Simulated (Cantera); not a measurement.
**Ignition delay**

Mixture: 13.7 % CH4, 11.4 % H2, 15.8 % O2, 59.2 % N2, at 0.410 bar, adiabatic and at constant volume. Ignition delay is the time to a rise of 400 K.

Detailed kinetics in Cantera: GRI-Mech 3.0 (53 species, 325 reactions). Below about 1000 K GRI-Mech 3.0 lacks low-temperature oxidation paths. Below about 950 K walls govern HO2 and H2O2 in real vessels.

```json
[
 {"T0 (K)": "900", "delay (ms)": "104"},
 {"T0 (K)": "975", "delay (ms)": "35.7"},
 {"T0 (K)": "1050", "delay (ms)": "15.2"},
 {"T0 (K)": "1125", "delay (ms)": "7.00"},
 {"T0 (K)": "1200", "delay (ms)": "3.45"},
 {"T0 (K)": "1275", "delay (ms)": "1.83"},
 {"T0 (K)": "1350", "delay (ms)": "1.04"},
 {"T0 (K)": "1425", "delay (ms)": "0.627"}
]
```

```
Quantity                                                Result
--------------------------------------------------  ----------
apparent activation energy between 1275 and 1425 K  110 kJ/mol
```
